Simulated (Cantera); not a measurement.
A perfectly stirred reactor is fed with C3H8 : H2 = 1 : 2.1 (molar parts), at 76.0 Pa; it is held at 1923 K, and followed from long to short residence time.

Cantera simulation using GRI-Mech 3.0 (53 species, 325 reactions); the numbers are that mechanism's predictions, not measurements. GRI-Mech 3.0 was tuned for natural gas; its chemistry of propane as a main component is partial and can be far from experiment. GRI-Mech 3.0 stops at C3 and has no aromatics, soot or wall deposition, so with more carbon than oxygen in the feed, carbon stays in small species such as C2H2 where larger ones or solid carbon would form. Radical loss at walls, strong at low pressure, is not modelled.

| quantity | before | after |
|---|---|---|
| x(C3H8) at τ = 4.50 s | 1.61e-5 | 0.00573 |
| x(H2) at τ = 4.50 s | 0.733 | 0.573 |
| x(CH2) at τ = 4.50 s | 1.83e-5 | 1.02e-7 |
| x(C2H2) at τ = 4.50 s | 0.239 | 0.111 |
| x(CH4) at τ = 4.50 s | 0.0178 | 0.206 |
| x(C3H8) at τ = 28.0 ms | 0.00260 | 0.255 |
| x(H2) at τ = 28.0 ms | 0.617 | 0.645 |
| x(CH2) at τ = 28.0 ms | 8.63e-5 | 6.26e-7 |
| x(C2H2) at τ = 28.0 ms | 0.173 | 0.000355 |
| x(CH4) at τ = 28.0 ms | 0.134 | 0.0424 |

Task: What was changed between the two runs?
A) temperature 1923 to 1248 K
B) temperature 1923 to 1050 K
C) H2 2.1 to 0.99 parts
D) C3H8 1 to 5.3 parts

Result: A, temperature 1923 to 1248 K
